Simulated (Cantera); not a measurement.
A perfectly stirred reactor is fed with 25.6 % NO, 74.4 % N2, at 0.799 atm; it is held at 1850 K, and followed from long to short residence time.

Cantera simulation using GRI-Mech 3.0 (53 species, 325 reactions); the numbers are that mechanism's predictions, not measurements.

x: mole fraction; the columns are a selection and need not sum to one.

```csv
τ (s),x NO,x N2O,x O2,x N2,x NO2,x O
3.2,0.174,1.28e-5,0.0411,0.785,0.000160,4.52e-5
0.82,0.226,2.19e-5,0.0149,0.759,0.000133,2.93e-5
0.21,0.248,2.63e-5,(withheld),0.748,(withheld),(withheld)
0.055,0.254,2.72e-5,0.00108,0.745,7.18e-5,1.47e-5
0.014,0.256,2.57e-5,0.000240,0.744,6.03e-5,1.25e-5
0.0036,0.256,(withheld),(withheld),0.744,(withheld),(withheld)
0.00094,0.256,1.10e-5,2.14e-6,0.744,1.73e-5,4.35e-6
```

### Question
Fill in the missing entries.

### Answer

- 0.21, x O2: 0.00420
- 0.21, x NO2: 9.28e-5
- 0.21, x O: 1.91e-5
- 0.0036, x N2O: 2.02e-5
- 0.0036, x O2: 3.66e-5
- 0.0036, x NO2: 4.36e-5
- 0.0036, x O: 9.37e-6
